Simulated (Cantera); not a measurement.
A Cantera script and what it prints.

```python
import numpy as np
import cantera as ct

gas_names = """
    B BH BH2 BH3 BN B2 H H2 N NH NH2 NH3 N2 N2H2 N2H4
""".split()
cond_names = """
    B(b) B(L) BN(s)
""".split()


# ... load() reads the species with a 1 bar reference pressure and builds the phases ...
atoms = {
    'BN': {'B': 1, 'N': 1},
    'H2': {'H': 2},
    'N2': {'N': 2},
}
top_T = {'BN(s)': 3200}  # K; cautious upper limits of use, not melting points


# ... equilibrate(T, P, feed) seeds the gas with the atoms and calls Mixture.equilibrate('TP', solver="vcs", rtol=1e-11, max_steps=5000) ...
results = []
feed = {'BN': 1, 'H2': 27, 'N2': 72}  # mol
T = 1925  # K
P = 10000  # Pa
mix = equilibrate(T, P, feed)
results.append((T, P, feed, dict(zip(mix.species_names, mix.species_moles))))
x = sorted(zip(gas.X, gas.species_names), reverse=True)
print(f"T = {T:g} K  P = {P:g} Pa  gas = {mix.phase_moles(0):.4g} mol")
print("   x: " + "  ".join(f"{s} {v:.3e}" for v, s in x if v > 0.001))
print("   condensed (mol): " + ("  ".join(f"{mix.phase(i).name} {mix.phase_moles(i):.4g}"
      for i in range(1, mix.n_phases) if mix.phase_moles(i) > 1e-12) or "none"))
```

Output:

```
T = 1925 K  P = 10000 Pa  gas = 99.08 mol
   x: N2 7.267e-01  H2 2.717e-01  H 1.576e-03
   condensed (mol): BN(s) 0.9998
```

Equilibrium computed with Cantera from the NASA thermochemical tables; the gas is ideal and each condensed phase is pure.
